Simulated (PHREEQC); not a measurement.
# Hard or scaling water: speciation

A solution holds 0.024 mol/kgw MgCl2, 0.081 mol/kgw NaHCO3 and 0.00017 mol/kgw H4SiO4, at 20 °C. Closed to the air; pH follows from the charge balance.

Model: ion-association model, phreeqc.dat, run in PHREEQC.

This is a speciation only: nothing precipitates in the calculation.

### Question
What pH does the model give?

### Answer
pH 7.88.

### Question
In which forms is Si present?

### Answer
H4SiO4 99 %, H3SiO4- 1.3 % of the Si.

Examples of supersaturated solids here: Quartz (slow to form). Others may be too. Species that the database lacks are ignored.
